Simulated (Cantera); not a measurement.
Thermodynamics of carbon deposition, reforming and gasification, feed n-butane + CO₂ + N₂

Feed: 1 mol n-butane, 0.036 mol CO₂, 16 mol N₂, held at 1500000 Pa.

Cantera equilibrium calculation (NASA polynomials, part measured and part estimated; ideal gas, pure solids and liquids). Candidate condensed phases: C, C₆H₆, C₇H₈, C₈H₁₈, H₂O; 136 gas species. The numbers say what is thermodynamically allowed, not how fast it happens.

From 1625 °C to 2225 °C the condensed part is C(graphite). The main C-bearing gas is HCN throughout. The share of C in condensed phases is highest at 1625 °C (95.7 %) and lowest at 2225 °C (79.1 %).

```csv
T (°C),x N₂,x H₂,x HCN,x CO,x HNC,n C(graphite)
1625,0.758,0.234,0.00407,0.00342,0.000190,3.86
1675,0.757,0.234,0.00503,0.00342,0.000259,3.84
1725,0.756,0.233,0.00614,0.00342,0.000348,3.81
1775,0.755,0.232,0.00743,0.00342,0.000460,3.78
1825,0.755,0.231,0.00890,0.00342,0.000599,3.74
1875,0.754,0.230,0.0106,0.00342,0.000771,3.70
1925,0.752,0.229,0.0124,0.00342,0.000979,3.65
1975,0.751,0.228,0.0145,0.00342,0.00123,3.60
2025,0.750,0.226,0.0168,0.00342,0.00153,3.53
2075,0.748,0.224,0.0193,0.00341,0.00188,3.46
2125,0.746,0.222,0.0221,0.00341,0.00229,3.38
2175,0.745,0.220,0.0251,0.00341,0.00276,3.29
2225,0.742,0.217,0.0283,0.00341,0.00330,3.19
```
x: gas mole fraction; n: condensed amount in mol.
